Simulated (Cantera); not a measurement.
**Oxide etching and cleaning by halides: B₂O₃ + Cl₂ + O₂**

Feed: 1 mol B₂O₃, 39 mol Cl₂, 0.46 mol O₂, at 1330 Pa.

Method: chemical equilibrium by Gibbs-energy minimisation in Cantera with the NASA 1993 tables (ideal gas, pure condensed phases). Candidate condensed phases: B, B₂O₃; 18 gas species. The tables' values for BOCl are old estimates; treat these amounts as uncertain. The numbers say what is thermodynamically allowed, not how fast it happens.

```csv
T (K),x Cl₂,x Cl,x O₂,x BOCl,n B₂O₃(l)
1175,0.958,0.0307,0.0115,1.08e-5,0.999
1225,0.937,0.0512,0.0114,3.72e-5,0.997
1275,0.907,0.0815,0.0113,0.000115,0.993
1325,0.864,0.124,0.0112,0.000323,0.982
1375,0.806,0.182,0.0112,0.000827,0.959
1425,0.731,0.254,0.0113,0.00194,0.909
1475,0.640,0.341,0.0116,0.00418,0.803
```
x: gas mole fraction; n: condensed amount in mol.

From 1175 K to 1475 K the condensed part is B₂O₃(l). The share of B in condensed phases is highest at 1175 K (99.9 %) and lowest at 1475 K (80.3 %).
